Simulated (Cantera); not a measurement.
# Thermodynamics of halide evaporation, hydrolysis and transport, feed SrCl2 + HCl + H2

Feed: 1 mol SrCl2, 0.21 mol HCl, 160 mol H2, at 13.3 mbar.

Method: chemical equilibrium by Gibbs-energy minimisation in Cantera with the NASA 1993 tables (ideal gas, pure condensed phases). Candidate condensed phases: Sr, SrCl2; 8 gas species. Kinetics and transport are ignored.

From 352 °C to 752 °C the condensed part is SrCl2(s). At 952 °C the condensed part is SrCl2(l). From 1152 °C to 1752 °C nothing is condensed.

| T (°C) | x H2 | x H | x SrCl2 | x HCl | x SrCl | x Sr | x Cl | n SrCl2(s) | n SrCl2(l) |
|---|---|---|---|---|---|---|---|---|---|
| 352 | 0.999 | <1e-12 | <1e-12 | 0.00131 | <1e-12 | <1e-12 | <1e-12 | 1.00 | 0 |
| 552 | 0.999 | 6.87e-11 | 2.69e-11 | 0.00131 | <1e-12 | <1e-12 | <1e-12 | 1.00 | 0 |
| 752 | 0.999 | 3.77e-8 | 4.01e-7 | 0.00131 | <1e-12 | <1e-12 | 4.56e-11 | 1.000 | 0 |
| 952 | 0.999 | 2.70e-6 | 0.000170 | 0.00131 | 8.30e-9 | 1.34e-11 | 3.05e-9 | 0 | 0.973 |
| 1152 | 0.992 | 5.89e-5 | 0.00619 | 0.00131 | 9.79e-6 | 2.29e-7 | 6.38e-8 | 0 | 0 |
| 1352 | 0.992 | 0.000608 | 0.00606 | 0.00146 | 0.000118 | 1.89e-5 | 7.04e-7 | 0 | 0 |
| 1552 | 0.988 | 0.00379 | 0.00542 | 0.00231 | 0.000515 | 0.000251 | 6.76e-6 | 0 | 0 |
| 1752 | 0.973 | 0.0164 | 0.00409 | 0.00428 | 0.00107 | 0.000989 | 5.37e-5 | 0 | 0 |
x: gas mole fraction; n: condensed amount in mol.
